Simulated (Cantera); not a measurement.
## Gas-phase reforming

An isothermal, constant-pressure homogeneous reactor starts with CH₄ : H₂O : H₂ = 1 : 2.5 : 2 (molar parts), at 2175 K and 0.270 bar.

Cantera simulation using GRI-Mech 3.0 (53 species, 325 reactions); the numbers are that mechanism's predictions, not measurements.

| t (s) | x CH₄ | x H₂O | x H₂ | x HO₂ | x C₂H₆ |
|---|---|---|---|---|---|
| 6.00e-6 | 0.177 | 0.453 | 0.365 | 6.94e-12 | 8.33e-6 |
| 1.73e-5 | 0.166 | 0.451 | 0.369 | 6.20e-11 | 7.56e-5 |
| 5.00e-5 | 0.123 | 0.434 | 0.404 | 3.30e-10 | 0.000175 |
| 0.000144 | 0.0571 | 0.397 | 0.480 | 4.75e-10 | 5.11e-5 |
| 0.000416 | 0.0200 | 0.362 | 0.533 | 5.05e-10 | 7.50e-6 |
| 0.00120 | 0.00881 | 0.317 | 0.574 | 4.60e-10 | 1.62e-6 |
| 0.00346 | 0.00544 | 0.255 | 0.620 | 3.00e-10 | 5.98e-7 |
| 0.01000 | 0.00171 | 0.203 | 0.659 | 2.00e-10 | 5.83e-8 |
| 0.0288 | 8.57e-6 | 0.192 | 0.667 | 2.07e-10 | 1.66e-12 |
| 0.0832 | 2.05e-10 | 0.192 | 0.667 | 2.21e-10 | <1e-12 |
| 0.240 | 2.05e-10 | 0.192 | 0.667 | 2.21e-10 | <1e-12 |
| 0.693 | 2.05e-10 | 0.192 | 0.667 | 2.21e-10 | <1e-12 |
| 2.00 | 2.05e-10 | 0.192 | 0.667 | 2.21e-10 | <1e-12 |
x: mole fraction; the columns are a selection and need not sum to one.

Equilibrium at this temperature and pressure: CH₄ 2.40e-10, H₂O 0.192, H₂ 0.667, HO₂ 2.21e-10, C₂H₆ <1e-12 (gas phase only).
